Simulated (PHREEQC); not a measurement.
A made-up water analysis in mmol/kgw, 25 °C, pH 6.37, pe 10.4:

```
constituent                mmol/kgw
-------------------------  --------
Na                           0.0311
K                            0.0087
Ca                           0.0424
Mg                            0.135
Cl                           0.0771
S(6)                         0.0309
Alkalinity (meq/kgw)         0.0815
Ni                         9.36e-05
O(0) (counted as O atoms)   0.00803
Cd                          0.00651
```

Valence states are taken as typed.

Equilibrium calculation in PHREEQC: ion-association model, wateq4f.dat.

This is a speciation only: nothing precipitates in the calculation.

Q: Predict the charge-balance error.

A: charge-balance error 30.0 %.

Q: In which forms is Ni present?

A: Ni+2 93 %, NiCO3 5.4 %, NiHCO3+ 0.9 % of the Ni.
